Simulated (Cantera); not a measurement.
Cantera run, input and output.

```python
import numpy as np
import cantera as ct

gas = ct.Solution("gri30.yaml")
gas.TPX = 2275, 1333, {'CH4': 0.01, 'H2': 1, 'CO2': 0.0093}
reactor = ct.IdealGasConstPressureReactor(gas, energy="off", clone=False)
net = ct.ReactorNet([reactor])
net.rtol, net.atol = 1e-08, 1e-18
show = ['CH4', 'H2', 'CO2', 'H2O', 'H', 'C2H6']
times = np.geomspace(0.0008, 20, 9)

steps = ct.SolutionArray(gas, extra=["t"])
rows = []
print(f"{'t/s':>10s}{'T/K':>9s}{'P/Pa':>11s}" + "".join(f"{s:>11s}" for s in show))
for t in times:
    while net.time < t:
        t_next = net.step()
        steps.append(gas.state, t=t_next)
    rows.append([np.interp(t, steps.t, y) for y in (steps.T, steps.P, *steps(*show).X.T)])
    print(f"{t:10.3e}{rows[-1][0]:9.1f}{rows[-1][1]:11.4g}" + "".join(f"{x:11.3e}" for x in rows[-1][2:]))
rate = np.gradient(steps.T, steps.t)
print("integrator steps:", len(steps.t))
if steps.T.max() > steps.T[0] + 200:
    print(f"time of steepest temperature rise: {steps.t[rate.argmax()]:.4e} s")
gas.TPX = 2275, 1333, {'CH4': 0.01, 'H2': 1, 'CO2': 0.0093}
gas.equilibrate("TP")
print(f"equilibrium (TP): T = {gas.T:.1f} K  " + "  ".join(f"{s} {gas[s].X[0]:.3e}" for s in show))
```

Output:

```
       t/s      T/K       P/Pa        CH4         H2        CO2        H2O          H       C2H6
 8.000e-04   2275.0       1333  9.440e-03  9.790e-01  8.862e-03  2.506e-04  1.866e-03  2.914e-08
 2.837e-03   2275.0       1333  8.513e-03  9.722e-01  6.427e-03  2.650e-03  6.366e-03  1.699e-07
 1.006e-02   2275.0       1333  4.572e-03  9.579e-01  2.406e-04  8.611e-03  1.648e-02  1.579e-07
 3.567e-02   2275.0       1333  7.206e-04  9.522e-01  1.489e-05  8.071e-03  2.505e-02  5.868e-09
 1.265e-01   2275.0       1333  2.201e-04  9.453e-01  1.337e-05  5.961e-03  3.345e-02  6.977e-10
 4.485e-01   2275.0       1333  6.436e-05  9.345e-01  6.378e-06  2.139e-03  4.655e-02  7.633e-11
 1.591e+00   2275.0       1333  9.256e-06  9.179e-01  7.860e-07  2.328e-04  6.428e-02  1.975e-12
 5.640e+00   2275.0       1333  1.037e-06  9.117e-01  4.985e-09  1.452e-06  7.068e-02  2.755e-14
 2.000e+01   2275.0       1333  7.514e-07  9.117e-01  1.042e-10  3.036e-08  7.074e-02  1.500e-14
integrator steps: 1815
equilibrium (TP): T = 2275.0 K  CH4 7.573e-07  H2 9.117e-01  CO2 1.052e-10  H2O 3.065e-08  H 7.074e-02  C2H6 1.522e-14
```

Computed with Cantera and GRI-Mech 3.0 (53 species, 325 reactions). Radical loss at walls, strong at low pressure, is not modelled.
